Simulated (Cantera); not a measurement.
A Cantera script and what it prints.

```python
import numpy as np
import cantera as ct

gas_names = [...]  # 87 gases of nasa_gas.yaml made of C, H, Si
cond_names = """
    C(gr) C6H6(L) C7H8(L) C8H18(L),n-octa Si(cr) Si(L) SiC(b)
""".split()


# ... load() reads the species with a 1 bar reference pressure and builds the phases ...
atoms = {
    'SiH4': {'Si': 1, 'H': 4},
    'C2H2': {'C': 2, 'H': 2},
    'H2': {'H': 2},
}
top_T = {'C(gr)': 4500, 'SiC(b)': 3050}  # K; cautious upper limits of use, not melting points


# ... equilibrate(T, P, feed) seeds the gas with the atoms and calls Mixture.equilibrate('TP', solver="vcs", rtol=1e-11, max_steps=5000) ...
results = []
feed = {'SiH4': 1, 'C2H2': 0.46, 'H2': 300}  # mol
T = 2498  # K
P = 133.322  # Pa
mix = equilibrate(T, P, feed)
results.append((T, P, feed, dict(zip(mix.species_names, mix.species_moles))))
x = sorted(zip(gas.X, gas.species_names), reverse=True)
print(f"T = {T:g} K  P = {P:g} Pa  gas = {mix.phase_moles(0):.4g} mol")
print("   x: " + "  ".join(f"{s} {v:.3e}" for v, s in x if v > 0.001))
print("   condensed (mol): " + ("  ".join(f"{mix.phase(i).name} {mix.phase_moles(i):.4g}"
      for i in range(1, mix.n_phases) if mix.phase_moles(i) > 1e-12) or "none"))
```

Result:

```
T = 2498 K  P = 133.322 Pa  gas = 401.2 mol
   x: H2 5.093e-01  H 4.871e-01  Si 2.372e-03
   condensed (mol): none
```

Method: chemical equilibrium by Gibbs-energy minimisation in Cantera with the NASA 1993 tables (ideal gas, pure condensed phases).
